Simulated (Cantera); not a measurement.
A perfectly stirred reactor is fed with 4.12 % H2, 95.9 % O2, equivalence ratio 0.021, at 0.0227 atm; it is held at 1075 K, and followed from long to short residence time.

Computed with Cantera and the H2/O2 subset of GRI-Mech 3.0, which has no nitrogen chemistry. Radical loss at walls, strong at low pressure, is not modelled. The temperature is held fixed by assumption; the heat of reaction is taken as removed at once.

### Question
Predict: x(H2) at τ = 13.0 s; x(O2) at τ = 13.0 s; x(H2O2) at τ = 13.0 s; x(H) at τ = 13.0 s; x(HO2) at τ = 13.0 s; x(H2) at τ = 0.250 s; x(O2) at τ = 0.250 s; x(H2O2) at τ = 0.250 s; x(H) at τ = 0.250 s; x(HO2) at τ = 0.250 s.

### Answer
| Quantity | Value |
|---|---|
| x(H2) at τ = 13.0 s | 4.42e-5 |
| x(O2) at τ = 13.0 s | 0.958 |
| x(H2O2) at τ = 13.0 s | 6.81e-8 |
| x(H) at τ = 13.0 s | 4.31e-6 |
| x(HO2) at τ = 13.0 s | 8.70e-7 |
| x(H2) at τ = 0.250 s | 0.000443 |
| x(O2) at τ = 0.250 s | 0.955 |
| x(H2O2) at τ = 0.250 s | 1.53e-7 |
| x(H) at τ = 0.250 s | 0.000210 |
| x(HO2) at τ = 0.250 s | 3.94e-6 |
